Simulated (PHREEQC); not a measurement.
Solution (25 °C and 300 atm): 0.19 mol/kgw HCl and 0.0061 mol/kgw CuSO4. Closed to the air; pH follows from the charge balance.

Model: ion-association model, phreeqc.dat, run in PHREEQC.

Question: The ionic strength comes out as 0.203 mol/kgw. What activity coefficients do Cu+2, HSO4-, SO4-2, CuCl+, H+ get?

Answer: Cu+2 0.33, HSO4- 0.75, SO4-2 0.30, CuCl+ 0.72, H+ 0.80.

Precipitation was switched off in this run. Species that the database lacks are ignored. Under pressure, the constants of complexes without a molar volume in the database are unreliable.
